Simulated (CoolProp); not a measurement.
Properties of R236FA along the isobar 11.4 MPa (Tc = 398.1 K, pc = 3.191 MPa, ω = 0.377).

The numbers come from the reference Helmholtz-energy equation of state, Pan 2012 in CoolProp.

```tsv
T (K)	phase	density (kg/m³)	isothermal compressibility (1/MPa)	fugacity coefficient
331.1	liquid	1311	0.004065	0.08518
341	liquid	1280	0.004702	0.1056
350.8	liquid	1249	0.005465	0.1284
360.7	liquid	1216	0.006407	0.1540
370.5	liquid	1183	0.007558	0.1816
380.3	liquid	1148	0.008989	0.2113
390.2	liquid	1111	0.01080	0.2433
400	supercritical	1074	0.01308	0.2766
```
